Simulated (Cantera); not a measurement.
Charge: 1 mol SiHCl₃, 1.8 mol CH₄, 6.1 mol H₂, 0.11 mol HCl, at 1350 °C and 195 Torr.

Equilibrium computed with Cantera from the NASA thermochemical tables; the gas is ideal and each condensed phase is pure. Candidate condensed phases: C, C₆H₆, C₇H₈, C₈H₁₈, Si, SiC; 109 gas species. The tables' values for SiCl₃ are old estimates; treat these amounts as uncertain. Equilibrium is a limit: real reactors are often held back by kinetics, nucleation or transport.

Base state: H₂ 0.742, HCl 0.253, SiCl₂ 0.00344, SiCl₃ 0.000620, SiCl₄ 0.000261, CH₄ 0.000212, SiHCl₃ 0.000118, H 0.000117 (mole fractions); condensed: C(graphite) + SiC(s).

What changes in the equilibrium state with this change: CH₄ from 1.8 to 0.028 mol?


| species | before | after |
|---|---|---|
| H₂ | 0.742 | 0.747 |
| HCl | 0.253 | 0.143 |
| SiCl₂ | 0.00344 | 0.0960 |
| SiCl₃ | 0.000620 | 0.00974 |
| C₂H₂ (acetylene) | 2.59e-5 | 3.36e-9 |
| CH₄ | 0.000212 | 2.44e-6 |
| SiH₃Cl | 2.08e-7 | 1.04e-5 |
| SiCl | 2.84e-7 | 1.41e-5 |
| SiH₂Cl₂ | 9.05e-6 | 0.000254 |
| C(graphite), mol | 0.849 | 0 |
| SiC(s), mol | 0.948 | 0.0280 |
| Si(s), mol | 0 | 0.0695 |
Mutual solubility and eutectic melting of coexisting phases are not modelled. The tables' values for SiCl₃, SiCl are old estimates; treat these amounts as uncertain.

What changes in the equilibrium state with this change: CH₄ from 1.8 to 0.029 mol?


```tsv
species	before	after
H₂	0.742	0.747
HCl	0.253	0.143
SiCl₂	0.00344	0.0960
SiCl₃	0.000620	0.00974
C₂H₂ (acetylene)	2.59e-5	3.36e-9
CH₄	0.000212	2.44e-6
SiH₃Cl	2.08e-7	1.04e-5
SiCl	2.84e-7	1.41e-5
C(graphite), mol	0.849	0
SiC(s), mol	0.948	0.0290
Si(s), mol	0	0.0686
```
Mutual solubility and eutectic melting of coexisting phases are not modelled. The tables' values for SiCl₃, SiCl are old estimates; treat these amounts as uncertain.
